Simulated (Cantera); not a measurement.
A closed system holds: 1 mol SiHCl3, 26 mol NH3, 0.79 mol H2.

These are equilibrium values from Cantera (NASA tables, ideal gas, pure condensed phases), not measurements of a reactor. Candidate condensed phases: NH4Cl, Si, Si3N4; 28 gas species. The tables' values for SiCl3 are old estimates. Rates play no part.

**Question.** What condenses at these points (T in °C, P in Pa): (1400, 5900); (1400, 350); (1175, 24000); (1250, 24000)?

**Answer.** 
```tsv
T (°C)	P in Pa	condensed phases	Si condensed (%)
1400	5900	Si3N4	87.5
1400	350	Si	56.4
1175	24000	Si3N4	99.6
1250	24000	Si3N4	99.0
```
